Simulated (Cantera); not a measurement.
Cantera run, input and output.

```python
import numpy as np
import cantera as ct

gas = ct.Solution("gri30.yaml")
gas.TPX = 673, 1000000, {'CO': 1, 'H2': 0.033, 'O2': 0.344, 'N2': 1.29}
flame = ct.FreeFlame(gas, width=0.008)
flame.set_refine_criteria(ratio=3, slope=0.08, curve=0.16)
flame.transport_model = "mixture-averaged"
flame.solve(loglevel=0, auto=True)
z, T = flame.grid, flame.T
thick = (T[-1] - T[0]) / np.gradient(T, z).max()
show = ['CO', 'H2', 'O2', 'HO2', 'H2O', 'N2O']
print(f"laminar burning velocity  {flame.velocity[0] * 100:.3f} cm/s")
print(f"burnt temperature         {T[-1]:.1f} K")
print(f"thermal thickness         {thick * 1e3:.4f} mm")
print(f"grid points               {len(z)}")
z0 = z[flame.heat_release_rate.argmax()]
print(f"{'z/mm':>9s}{'T/K':>9s}{'u/(m/s)':>9s}" + "".join(f"{s:>11s}" for s in show))
rows = []
for k in (-3, -2, -1.5, -1, -0.5, -0.25, 0, 0.25, 0.5, 1, 2, 4, 8):
    zz = z0 + k * thick
    rows.append([k * thick, np.interp(zz, z, T), np.interp(zz, z, flame.velocity),
                 *(np.interp(zz, z, flame.X[gas.species_index(s)]) for s in show)])
    print(f"{rows[-1][0] * 1e3:9.3f}{rows[-1][1]:9.1f}{rows[-1][2]:9.3f}" + "".join(f"{x:11.3e}" for x in rows[-1][3:]))
```

Output:

```
laminar burning velocity  121.795 cm/s
burnt temperature         2635.4 K
thermal thickness         0.0643 mm
grid points               110
     z/mm      T/K  u/(m/s)         CO         H2         O2        HO2        H2O        N2O
   -0.193    673.0    1.218  3.750e-01  1.230e-02  1.290e-01  7.543e-09  2.355e-07  2.176e-13
   -0.129    673.1    1.218  3.751e-01  1.209e-02  1.290e-01  1.351e-07  3.123e-06  5.548e-12
   -0.096    673.6    1.218  3.752e-01  1.171e-02  1.291e-01  8.792e-07  1.660e-05  4.544e-11
   -0.064    677.5    1.224  3.754e-01  1.081e-02  1.291e-01  7.191e-06  1.038e-04  5.059e-10
   -0.032    756.8    1.363  3.720e-01  8.120e-03  1.266e-01  1.829e-04  1.402e-03  2.343e-08
   -0.016   1055.9    1.880  3.508e-01  5.463e-03  1.133e-01  4.479e-04  5.290e-03  2.130e-07
    0.000   1524.4    2.642  2.986e-01  2.366e-03  8.061e-02  1.501e-04  9.595e-03  1.009e-06
    0.016   1851.0    3.121  2.473e-01  1.113e-03  4.969e-02  5.616e-05  9.095e-03  1.744e-06
    0.032   2041.5    3.382  2.176e-01  1.047e-03  3.379e-02  2.840e-05  7.764e-03  1.777e-06
    0.064   2236.8    3.647  1.944e-01  1.139e-03  2.251e-02  1.248e-05  7.920e-03  1.540e-06
    0.129   2401.1    3.868  1.782e-01  1.121e-03  1.486e-02  5.036e-06  9.371e-03  1.258e-06
    0.257   2520.7    4.024  1.654e-01  1.058e-03  8.665e-03  2.009e-06  1.055e-02  8.937e-07
    0.515   2595.4    4.119  1.569e-01  1.014e-03  4.437e-03  8.542e-07  1.134e-02  5.587e-07
```

Model: GRI-Mech 3.0 (53 species, 325 reactions), integrated in Cantera. The hydrogen kinetics of GRI-Mech 3.0 are dated; newer H2 mechanisms differ, most at raised pressure. Burning velocities carry a grid error of a few per cent, more on coarse grids.
